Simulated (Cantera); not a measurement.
Feed: 1 mol SiH2Cl2, 6.7 mol O3, 49 mol N2, at 1000 Pa.

Equilibrium computed with Cantera from the NASA thermochemical tables; the gas is ideal and each condensed phase is pure. Candidate condensed phases: H2O, NH4Cl, Si, SiO2, Si2N2O, Si3N4; 47 gas species. The tables hold silica as quartz up to 1696 K and as liquid above; real silica turns to tridymite and cristobalite and melts near 1996 K. Kinetics and transport are ignored.

Task: At 1650 °C, list the 6 most abundant gas species with their mole fractions, and the condensed phases.

Result: N2 0.809, O2 0.142, Cl 0.0180, HCl 0.0151, H2O 0.00839, NO 0.00512. Condensed: SiO2(condensed).
